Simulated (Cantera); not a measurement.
Charge: 1 mol BN, 0.24 mol O₂, 16 mol NF₃, held at 1675 °C and 13.3 mbar.

Method: chemical equilibrium by Gibbs-energy minimisation in Cantera with the NASA 1993 tables (ideal gas, pure condensed phases). Candidate condensed phases: B, BN, B₂O₃; 31 gas species. Kinetics and transport are ignored.

Base state: F 0.822, N₂ 0.155, BF₃ 0.0183, O₂ 0.00406, NO 0.000408, O 0.000245, F₂ 5.50e-5 (mole fractions); condensed: gas only.

Task: What changes in the equilibrium state with this change: pressure from 13.3 mbar to 0.310 bar?

Result: 
| species | before | after |
|---|---|---|
| F | 0.822 | 0.821 |
| N₂ | 0.155 | 0.155 |
| BF₃ | 0.0183 | 0.0183 |
| F₂ | 5.50e-5 | 0.00127 |
| FO | 2.86e-6 | 1.39e-5 |
| O | 0.000245 | 5.14e-5 |
